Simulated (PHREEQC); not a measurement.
Solution (10 °C): 0.027 mol/kgw CdSO4, 0.029 mol/kgw KCl and 0.00012 mol/kgw HCl. Closed to the air; pH follows from the charge balance.

Computed with PHREEQC (ion-association model, phreeqc.dat).

```json
[
 {"quantity": "pH", "before": "4.17", "after": "4.18"},
 {"quantity": "Cl- (mol/kgw)", "before": "0.0206", "after": "0.0440"},
 {"quantity": "SO4-2 (mol/kgw)", "before": "0.0162", "after": "0.0179"},
 {"quantity": "Cd+2 (mol/kgw)", "before": "0.0105", "after": "0.00805"},
 {"quantity": "CdCl+ (mol/kgw)", "before": "0.00771", "after": "0.0117"}
]
```

Task: What was changed between the two runs?
A. KCl from 0.029 to 0.058 mol/kgw
B. KCl left out
C. temperature from 10 to 55 °C
D. diluted 5-fold with water
E. diluted 100-fold with water

Result: A, KCl from 0.029 to 0.058 mol/kgw

This is a speciation only: nothing precipitates in the calculation. Constants without temperature data keep their 25 °C values here.
